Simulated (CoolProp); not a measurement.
Values from CoolProp's reference Helmholtz-energy equation of state, McLinden 2015.

Q: For the fluoroketone C6F12O (FK-5-1-12), give the phase and the Z, cp (kJ/(kg K)), fugacity coefficient at 401.7 K and 2.8 bar; 401.7 K and 5.61 bar; 401.7 K and 7.48 bar.

A: 
- 401.7 K and 2.8 bar: gas; Z 0.921, cp 0.983, fugacity coefficient 0.927
- 401.7 K and 5.61 bar: gas; Z 0.829, cp 1.02, fugacity coefficient 0.854
- 401.7 K and 7.48 bar: gas; Z 0.754, cp 1.07, fugacity coefficient 0.805
